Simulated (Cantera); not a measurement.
Input: 1 mol SiH4, a varied amount of NH3, held at 1152 °C and 17.0 Pa.

These are equilibrium values from Cantera (NASA tables, ideal gas, pure condensed phases), not measurements of a reactor. Candidate condensed phases: Si, Si3N4; 18 gas species. Mutual solubility and eutectic melting of coexisting phases are not modelled. Rates play no part.

**Question.** At 1.4 mol NH3, list the 3 most abundant gas species with their mole fractions, and the condensed phases.

**Answer.** H2 0.941, N2 0.0589, H 0.000507. Condensed: Si(s) + Si3N4(s).
